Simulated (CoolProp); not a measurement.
Vapour-liquid equilibrium of toluene (1) + o-xylene (2) at 0.632 MPa; x and y are mole fractions of (1).

The numbers come from the multi-fluid Helmholtz-energy mixture model, Lemmon 2006 and Zhou 2012; pair parameters Bell 2016 in CoolProp.

```tsv
x	bubble temperature, mixture model (K)	bubble temperature, Raoult's law (K)	y, mixture model	y, Raoult's law
0.05	500.7	500.4	0.082	0.094
0.2	493.6	492.9	0.305	0.332
0.35	486.9	486.2	0.492	0.520
0.5	480.7	480.2	0.646	0.671
0.65	475.1	474.7	0.774	0.793
0.8	469.9	469.7	0.881	0.893
0.95	465.2	465.1	0.972	0.976
```

The largest gap from Raoult's law is +0.7 K in bubble temperature, at x = 0.35. No azeotrope shows between x = 0.05 and 0.95.

The pair parameters rest on a limited set of measurements; away from them the model extrapolates.
